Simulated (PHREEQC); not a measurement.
PHREEQC input (ion-association model, wateq4f.dat):

```
SOLUTION_MASTER_SPECIES
  An  An-  0  An  62.0  # stands for a non-complexing anion
SOLUTION_SPECIES
  An- = An-
    -log_k 0
    -gamma 3.0 0
PHASES
  Fix_H+
    H+ = H+
    -log_k 0
SOLUTION 1
  temp 25
  units mmol/kgw
  pH 7 charge
  S(6) 0.0025
  Cu(2) 0.0025
  Na 100
  An 100
END
SELECTED_OUTPUT 1
  -reset false
  -pH true
  -pe true
  -ionic_strength true
  -water true
  -totals Cu Na S Cu(1) Cu(2) S(-2) S(6)
  -molalities Hfo_wOH Hfo_wOH2+ Hfo_wO- Hfo_sOH Hfo_sOH2+ Hfo_sO- Hfo_sOCu+ Hfo_wOCu+ Hfo_wSO4- Hfo_wOHSO4-2
  -saturation_indices Cu(OH)2 Brochantite Antlerite Mirabilite Chalcanthite
USER_PUNCH 1
  -headings sigma psi
  10 PUNCH EDL("sigma", "Hfo"), EDL("psi", "Hfo")
PRINT
  -reset false
USE solution 1
SURFACE 1
  Hfo_wOH 0.000170787 600 0.076
  Hfo_sOH 4.26966e-06
EQUILIBRIUM_PHASES 1
  Fix_H+ -3 HAn 10
    -force_equality true
  O2(g) -0.68 10
END
# ... the last block is repeated for the other 16 points of pH, with NaOH or the acid as the point needs
```

Selected output (columns that matter, 17 of 17 rows; pH added in front):

```
pH	mu	Cu	Na	S	m_Hfo_wOH	m_Hfo_wOH2+	m_Hfo_wO-	si_Cu(OH)2	si_Brochantite	si_Antlerite	si_Mirabilite	si_Chalcanthite	sigma	psi
3	0.1013	2.4998e-06	0.1	1.1454e-07	3.0572e-06	0.00016534	1.295e-09	-8.6441	-28.815	-21.761	-8.5766	-10.831	0.35352	0.15126
3.38	0.10059	2.4989e-06	0.1	1.1864e-07	6.8737e-06	0.00016153	6.701e-09	-7.8834	-26.507	-20.213	-8.5502	-10.804	0.34502	0.15019
3.75	0.1003	2.4941e-06	0.1	1.346e-07	1.4052e-05	0.00015434	2.931e-08	-7.1439	-24.229	-18.675	-8.4908	-10.745	0.32904	0.14785
4.12	0.10017	2.4704e-06	0.1	1.7209e-07	2.5823e-05	0.00014252	1.0718e-07	-6.4079	-21.917	-17.099	-8.3821	-10.641	0.30279	0.14364
4.5	0.10011	2.3591e-06	0.1	2.5566e-07	4.2308e-05	0.00012588	3.2574e-07	-5.6679	-19.544	-15.466	-8.2093	-10.488	0.26589	0.13703
4.88	0.10007	1.9646e-06	0.1	4.2971e-07	6.111e-05	0.00010671	8.0174e-07	-4.9874	-17.356	-13.959	-7.9834	-10.341	0.22362	0.12825
5.25	0.10005	1.2032e-06	0.1	7.4863e-07	7.9252e-05	8.7873e-05	1.6374e-06	-4.4606	-15.748	-12.877	-7.7421	-10.313	0.18265	0.11803
5.62	0.10004	4.8463e-07	0.1	1.241e-06	9.5458e-05	7.0629e-05	2.9556e-06	-4.1166	-14.892	-12.366	-7.5225	-10.49	0.14518	0.10653
6	0.10003	1.3522e-07	0.1	1.8044e-06	0.0001089	5.5712e-05	4.8761e-06	-3.9152	-14.684	-12.359	-7.3599	-10.886	0.11153	0.093529
6.38	0.10002	3.3108e-08	0.1	2.211e-06	0.00011853	4.4002e-05	7.315e-06	-3.7855	-14.837	-12.641	-7.2717	-11.428	0.082846	0.079291
6.75	0.10002	9.2148e-09	0.1	2.4016e-06	0.00012456	3.5447e-05	1.0027e-05	-3.6852	-15.14	-13.045	-7.2357	-12.032	0.059441	0.064232
7.12	0.10001	3.9464e-09	0.1	2.4711e-06	0.00012807	2.9137e-05	1.2895e-05	-3.5986	-15.521	-13.512	-7.2233	-12.673	0.040025	0.048094
7.5	0.10001	3.0753e-09	0.1	2.4926e-06	0.0001299	2.4344e-05	1.5879e-05	-3.5203	-15.964	-14.034	-7.2196	-13.351	0.023422	0.030597
7.88	0.10001	3.2623e-09	0.1	2.4982e-06	0.00013056	2.0668e-05	1.8895e-05	-3.4492	-16.439	-14.58	-7.2186	-14.039	0.0090807	0.012454
8.25	0.10001	3.7253e-09	0.10001	2.4996e-06	0.00013041	1.7702e-05	2.2011e-05	-3.3821	-16.91	-15.118	-7.2183	-14.711	-0.003967	-0.0054835
8.62	0.10002	4.3674e-09	0.10002	2.4999e-06	0.00012952	1.5016e-05	2.5593e-05	-3.3108	-17.365	-15.644	-7.2182	-15.38	-0.017423	-0.02332
9	0.10003	5.2989e-09	0.10003	2.5e-06	0.00012759	1.2351e-05	3.0192e-05	-3.2262	-17.786	-16.15	-7.218	-16.055	-0.033013	-0.041168
```

Complexes and solids missing from the database can't appear. The database's constant for dissolved Cu(OH)2 is higher than later reviews accept. The oxide is taken as insoluble; below pH 4 it would dissolve.
